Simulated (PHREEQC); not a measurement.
0.069 g of hydrous ferric oxide (600 m²/g; 0.2 weak and 0.005 strong sites per Fe, Dzombak-Morel constants, diffuse double layer) in 1 kg of water with 0.05 mol/kgw of an inert sodium salt and 1.7e-06 mol ZnCl2, at 25 °C; the pH is set by adding NaOH or the inert anion's acid. O2 is buffered at 0.21 atm. No CO2 enters from the air. No solid was allowed to form.

Base run: PHREEQC, ion-association model, wateq4f.dat. Each further column changes one thing. The table gives surface charge σ (C/m²).

```tsv
pH	base	background salt from 0.05 to 0.005 mol/kgw	oxide from 0.069 to 0.35 g/kgw	0.0005 mol/kgw CaCl2 added
3	0.357	0.303	0.357	0.357
4.33	0.258	0.147	0.258	?
5	0.181	?	0.181	0.182
6.33	0.068	0.027	0.067	0.068
7.67	0.012	?	0.012	0.014
9	-0.025	-0.009	-0.026	?
9.67	-0.054	?	-0.055	-0.008
11	-0.156	?	-0.158	-0.009
```

Task: Complete the blanks.

Result: 
- 4.33, 0.0005 mol/kgw CaCl2 added: 0.259
- 5, background salt from 0.05 to 0.005 mol/kgw: 0.090
- 7.67, background salt from 0.05 to 0.005 mol/kgw: 0.004
- 9, 0.0005 mol/kgw CaCl2 added: -0.007
- 9.67, background salt from 0.05 to 0.005 mol/kgw: -0.021
- 11, background salt from 0.05 to 0.005 mol/kgw: -0.079

The oxide is taken as insoluble; below pH 4 it would dissolve.
